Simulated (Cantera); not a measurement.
## Ignition delay

Mixture: H2 : O2 : N2 = 1 : 1.22 : 4.59 (molar parts), at 11.8 atm, adiabatic and at constant volume. Ignition delay is the time to a rise of 400 K.

Detailed kinetics in Cantera: the H2/O2 subset of GRI-Mech 3.0, which has no nitrogen chemistry. The hydrogen kinetics of GRI-Mech 3.0 are dated; newer H2 mechanisms differ, most at raised pressure. The pressure lies above the range GRI-Mech 3.0 was tuned for (to about 10 atm). Where the delays flatten at high temperature, the 400 K rule measures the pace of heat release, not the induction time.

```tsv
T0 (K)	delay (ms)
1198	0.117
1248	0.0198
1298	0.00587
1348	0.00337
1398	0.00234
1448	0.00178
1498	0.00142
1548	0.00118
1598	0.00101
```

The apparent activation energy between 1498 and 1598 K is 68 kJ/mol.
